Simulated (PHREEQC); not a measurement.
# Reverse-osmosis permeate: an equilibrium model

Synthetic water in mg/L, 28 °C, pH 6.43, pe 9.1:

| constituent | mg/L |
|---|---|
| Na | 1.82 |
| K | 0.112 |
| Ca | 16.1 |
| Mg | 0.968 |
| Cl | 8.01 |
| S(6) as SO4 | 12.1 |
| Alkalinity as HCO3 | 27.2 |
| F | 0.0377 |
| Br | 0.154 |
| Cd | 0.459 |

Valence states are taken as typed.

Equilibrium calculation in PHREEQC: ion-association model, wateq4f.dat.

This is a speciation only: nothing precipitates in the calculation.

### Question
What charge-balance error does the model give?

### Answer
charge-balance error 2.5 %.

### Question
In which forms is Ca present?

### Answer
Ca+2 98 %, CaSO4 1.7 % of the Ca.

Complexes and solids missing from the database can't appear.
